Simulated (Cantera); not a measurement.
What does this Cantera script print?

```python
import numpy as np
import cantera as ct

gas_names = """
    Fe FeO Fe(OH)2 H HO2 H2 H2O H2O2 H2S H2SO4 O OH O2 O3 S SH SO SO2 SO3 S2 S2O S8
""".split()
cond_names = """
    Fe(a) Fe(c) Fe(d) Fe(L) FeO(s) FeO(L) Fe(OH)2(s) Fe(OH)3(s) FeS(a) FeS(b) FeS(c) FeS(L) FeSO4(s)
    FeS2(s) Fe2O3(s) Fe2S3O12(s) Fe3O4(s) H2O(s) H2O(L) H2SO4(L) S(cr1) S(cr2) S(L)
""".split()


# ... load() reads the species with a 1 bar reference pressure and builds the phases ...
atoms = {
    'Fe2O3': {'Fe': 2, 'O': 3},
    'H2S': {'H': 2, 'S': 1},
    'H2O': {'H': 2, 'O': 1},
}
top_T = {'FeSO4(s)': 950, 'FeS2(s)': 1010, 'Fe2O3(s)': 1830, 'Fe2S3O12(s)': 1100, 'Fe3O4(s)': 1870}  # K; cautious upper limits of use, not melting points


# ... equilibrate(T, P, feed) seeds the gas with the atoms and calls Mixture.equilibrate('TP', solver="vcs", rtol=1e-11, max_steps=5000) ...
results = []
feed = {'Fe2O3': 1, 'H2S': 3, 'H2O': 7.6}  # mol
P = 14000  # Pa
for T in [1048, 1098, 1148, 1198, 1248, 1298, 1348, 1398, 1448, 1498, 1548, 1598, 1648]:
    mix = equilibrate(T, P, feed)
    results.append((T, P, feed, dict(zip(mix.species_names, mix.species_moles))))

top = {s: max(r[3][s] / sum(r[3][g] for g in gas_names) for r in results) for s in gas_names}
cols = sorted((s for s in top if top[s] > 0.001), key=lambda s: -top[s])[:6]
seen = [c for c in cond_names if any(r[3].get(c, 0) > 1e-12 for r in results)]
print("log10 of partial pressures in bar; condensed amounts in mol")
print(f"{'T/K':>10s}" + "".join(f"{s[:9]:>10s}" for s in cols + seen))
for T, P, feed, n in results:
    ng = sum(n[g] for g in gas_names)
    print(f"{T:10.4g}" + "".join(f"{np.log10(max(n[s] / ng * P / 1e5, 1e-99)):10.3f}" for s in cols)
          + "".join(f"{n.get(c, 0):10.4g}" for c in seen))
```

It prints:

```
log10 of partial pressures in bar; condensed amounts in mol
       T/K       H2O        H2       SO2        S2       H2S        SO    FeO(s)    FeS(c)    FeS(L)
      1048    -0.896    -2.749    -2.423    -2.812    -2.237    -5.805         0         2         0
      1098    -0.898    -2.597    -2.407    -2.776    -2.272    -5.511         0         2         0
      1148    -0.901    -2.464    -2.383    -2.749    -2.312    -5.241         0         2         0
      1198    -0.904    -2.348    -2.355    -2.730    -2.358    -4.991         0         2         0
      1248    -0.908    -2.246    -2.322    -2.720    -2.409    -4.760         0         2         0
      1298    -0.912    -2.157    -2.287    -2.719    -2.466    -4.547         0         2         0
      1348    -0.918    -2.076    -2.252    -2.713    -2.517    -4.346    0.0141     1.986         0
      1398    -0.931    -1.969    -2.234    -2.577    -2.467    -4.135    0.1914     1.809         0
      1448    -0.947    -1.873    -2.218    -2.452    -2.425    -3.939    0.4006     1.599         0
      1498    -0.963    -1.794    -2.197    -2.367    -2.413    -3.762    0.5813         0     1.419
      1548    -0.978    -1.725    -2.175    -2.300    -2.413    -3.598    0.7537         0     1.246
      1598    -0.996    -1.663    -2.155    -2.238    -2.416    -3.444    0.9413         0     1.058
      1648    -1.015    -1.607    -2.138    -2.180    -2.421    -3.301     1.143         0     0.856
```

Cantera equilibrium calculation (NASA polynomials, part measured and part estimated; ideal gas, pure solids and liquids). Metal and sulfide melt together well below either melting point, which pure phases cannot show. Mutual solubility and eutectic melting of coexisting phases are not modelled. The tables' stoichiometric FeO is somewhat more stable than real wüstite, so its field is too wide. FeO, FeS: taken at fixed stoichiometry. Gases not in the tables: S3 to S7.
